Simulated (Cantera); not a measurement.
**Premixed flame**

A freely propagating, adiabatic, planar premixed flame of 26.3 % CO, 1.34 % H2, 15.2 % O2, 57.1 % N2, equivalence ratio 0.91, unburnt at 323 K and 825 Torr; mixture-averaged transport, grid criteria slope 0.08 and curve 0.16, no radiation.

Cantera simulation using GRI-Mech 3.0 (53 species, 325 reactions); the numbers are that mechanism's predictions, not measurements. Burning velocities carry a grid error of a few per cent, more on coarse grids.

| z (mm) | T (K) | u (m/s) | x CO | x H2 | x O2 | x H2O | x CO2 | x O |
|---|---|---|---|---|---|---|---|---|
| -2.23 | 323 | 0.377 | 0.263 | 0.0134 | 0.152 | <1e-8 | <1e-8 | <1e-8 |
| -1.49 | 323 | 0.377 | 0.263 | 0.0133 | 0.152 | 2.09e-7 | 4.23e-8 | <1e-8 |
| -1.12 | 323 | 0.377 | 0.263 | 0.0131 | 0.152 | 2.05e-6 | 6.59e-7 | <1e-8 |
| -0.745 | 324 | 0.379 | 0.264 | 0.0124 | 0.152 | 2.32e-5 | 1.26e-5 | <1e-8 |
| -0.372 | 375 | 0.436 | 0.262 | 0.00977 | 0.151 | 0.000764 | 0.00133 | 1.60e-7 |
| -0.186 | 678 | 0.780 | 0.242 | 0.00683 | 0.141 | 0.00461 | 0.0197 | 8.87e-5 |
| 0 | 1152 | 1.29 | 0.192 | 0.00307 | 0.112 | 0.00953 | 0.0747 | 0.00388 |
| 0.186 | 1465 | 1.61 | 0.139 | 0.00100 | 0.0803 | 0.00994 | 0.137 | 0.0113 |
| 0.372 | 1644 | 1.77 | 0.107 | 0.000800 | 0.0635 | 0.00851 | 0.176 | 0.0136 |
| 0.745 | 1827 | 1.94 | 0.0846 | 0.000830 | 0.0530 | 0.00873 | 0.204 | 0.0114 |
| 1.49 | 1986 | 2.09 | 0.0705 | 0.000716 | 0.0472 | 0.0105 | 0.221 | 0.00738 |
| 2.98 | 2115 | 2.20 | 0.0570 | 0.000553 | 0.0416 | 0.0118 | 0.238 | 0.00455 |
| 5.96 | 2216 | 2.29 | 0.0448 | 0.000413 | 0.0363 | 0.0126 | 0.253 | 0.00281 |
x: mole fraction of selected species; z is measured from the peak of heat release.

```
Item                         Result
------------------------  ---------
laminar burning velocity  37.7 cm/s
thermal thickness          0.745 mm
peak x(O)                    0.0137
grid points                     130
```
